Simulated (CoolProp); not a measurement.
n-butane at several states: Z from the reference equation and from simpler models built on Tc = 425.1 K, pc = 37.96 bar, ω = 0.201; each cubic takes its own stable root.

The numbers come from the reference Helmholtz-energy equation of state, Bücker 2006 in CoolProp.

| T (K) | p (bar) | phase | reference |
|---|---|---|---|
| 285.3 | 11.9 | liquid | 0.04951 |
| 248.8 | 0.691 | liquid | 0.003100 |
| 372.8 | 24.2 | liquid | 0.09590 |

**Question.** How far does each simpler model (Redlich-Kwong, Soave-Redlich-Kwong, Peng-Robinson) lie from the reference over these 3 states: mean and median of the absolute difference, and the worst?

**Answer.** 
- Redlich-Kwong: mean 12.3 %, median 10.2 %, worst +17.5 % at 372.8 K and 24.2 bar
- Soave-Redlich-Kwong: mean 9.1 %, median 7.3 %, worst +12.9 % at 372.8 K and 24.2 bar
- Peng-Robinson: mean 3.5 %, median 5.1 %, worst -5.2 % at 285.3 K and 11.9 bar
